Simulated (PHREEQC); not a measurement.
# Brine

A solution holds 0.38 mol KCl, 0.1 mol SrCl2 and 7.8e-05 mol H4SiO4 per kg of water, at 18 °C. Closed to the air; pH follows from the charge balance.

All values are PHREEQC results (Pitzer model, pitzer.dat), not measurements.

This is a speciation only: nothing precipitates in the calculation.

Q: Estimate the pH, density, activity of water.

A: pH 6.82; density 1.030 g/cm³; activity of water 0.983.
